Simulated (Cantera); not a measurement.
What does this Cantera script print?

```python
import numpy as np
import cantera as ct

gas = ct.Solution("gri30.yaml")


def delay(T, t_max=10):
    gas.TPX = T, 32000, {'CH4': 1, 'O2': 3.28, 'N2': 12.3}
    reactor = ct.IdealGasConstPressureReactor(gas, clone=False)
    net = ct.ReactorNet([reactor])
    net.rtol, net.atol = 1e-8, 1e-16
    while net.time < t_max:
        t_old, T_old = net.time, reactor.T
        net.step()
        if reactor.T > T + 400:  # ignition: a rise of 400 K
            return t_old + (T + 400 - T_old) / (reactor.T - T_old) * (net.time - t_old)
    return np.nan


taus = []
for T in [1175, 1225, 1275, 1325, 1375, 1425]:
    taus.append(delay(T))
    print(f"T0 = {T:6g} K   tau = {taus[-1]:.4e} s")
```

Result:

```
T0 =   1175 K   tau = 1.2728e-01 s
T0 =   1225 K   tau = 6.0018e-02 s
T0 =   1275 K   tau = 2.9752e-02 s
T0 =   1325 K   tau = 1.5545e-02 s
T0 =   1375 K   tau = 8.5851e-03 s
T0 =   1425 K   tau = 5.0178e-03 s
```

Model: GRI-Mech 3.0 (53 species, 325 reactions), integrated in Cantera.
